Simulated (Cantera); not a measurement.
Input: 1 mol HI, a varied amount of H2O, at 2625 °C and 0.133 bar.

Method: chemical equilibrium by Gibbs-energy minimisation in Cantera with the NASA 1993 tables (ideal gas, pure condensed phases). Candidate condensed phases: H2O, I2; 12 gas species. Kinetics and transport are ignored.

x: gas mole fraction; nothing condenses.

| n(H2O) (mol) | x I | x H2 | x H2O | x H | x OH | x O | x HI |
|---|---|---|---|---|---|---|---|
| 0.042 | 0.590 | 0.225 | 0.0196 | 0.148 | 0.00396 | 0.00162 | 0.0123 |
| 0.066 | 0.580 | 0.222 | 0.0301 | 0.147 | 0.00612 | 0.00252 | 0.0120 |
| 0.1 | 0.566 | 0.219 | 0.0443 | 0.146 | 0.00907 | 0.00377 | 0.0116 |
| 0.16 | 0.543 | 0.214 | … | 0.145 | … | … | 0.0110 |
| 0.25 | 0.512 | 0.207 | 0.0978 | 0.142 | 0.0206 | 0.00878 | 0.0102 |
| 0.38 | … | 0.200 | … | 0.140 | … | … | … |
| 0.6 | 0.416 | 0.191 | 0.183 | 0.137 | 0.0401 | 0.0178 | 0.00799 |

Question: Some entries are withheld; supply them.

Answer: 
- 0.16, x H2O: 0.0674
- 0.16, x OH: 0.0140
- 0.16, x O: 0.00586
- 0.38, x I: 0.472
- 0.38, x H2O: 0.135
- 0.38, x OH: 0.0289
- 0.38, x O: 0.0125
- 0.38, x HI: 0.00925
